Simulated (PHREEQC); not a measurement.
Make-up at 20 °C: 8.6e-05 mol/kgw (NH4)2SiF6, 0.00044 mol/kgw HBF4 and 0.00069 mol/kgw H2SO4. Closed to the air; pH follows from the charge balance.

The numbers come from PHREEQC with the ion-association model, phreeqc.dat.

Precipitation was switched off in this run.

Estimate the pH.

pH 2.76.

In which forms is F present?

HF 57 %, F- 25 %, SiF6-2 9.3 %, BF4- 6.5 %, BF3OH- 1.3 %, BF2(OH)2- 0.7 % of the F.

Complexes and solids missing from the database can't appear. SiF6-2 is the database's only silicon fluoride. Real BF4- forms and hydrolyses slowly; the run takes it at equilibrium.
